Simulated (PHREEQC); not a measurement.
A solution holds 0.012 mol/kgw NH4HF2, 0.013 mol/kgw (NH4)2SiF6 and 0.014 mol/kgw HBF4, at 50 °C. Closed to the air; pH follows from the charge balance.

Equilibrium calculation in PHREEQC: ion-association model, phreeqc.dat.

Precipitation was switched off in this run.

**Question.** Order these F species by the share of F that they hold, largest first: BF3OH-, HF, BF4-, F-, SiF6-2.

**Answer.** SiF6-2 (49 %), BF4- (34 %), HF (14 %), F- (1.7 %), BF3OH- (0.72 %)

The pH is 2.38 and the ionic strength 0.0559 mol/kgw. Away from 25 °C the constants follow the database's enthalpies or fits; those with neither stay at their 25 °C values. SiF6-2 is the database's only silicon fluoride. Real BF4- forms and hydrolyses slowly; the run takes it at equilibrium.
